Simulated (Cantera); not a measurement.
Feed: 1 mol CH3SiH3, 49 mol H2, held at 7.50 Torr.

Cantera equilibrium calculation (NASA polynomials, part measured and part estimated; ideal gas, pure solids and liquids). Candidate condensed phases: C, C6H6, C7H8, C8H18, Si, SiC; 87 gas species. The feed counts by its element totals alone. The numbers say what is thermodynamically allowed, not how fast it happens.

Problem. At 1925 K, list the 4 most abundant gas species with their mole fractions, and the condensed phases.

Solution. H2 0.990, H 0.00951, Si 0.000161, C2H2 (acetylene) 8.98e-5. Condensed: SiC(s).
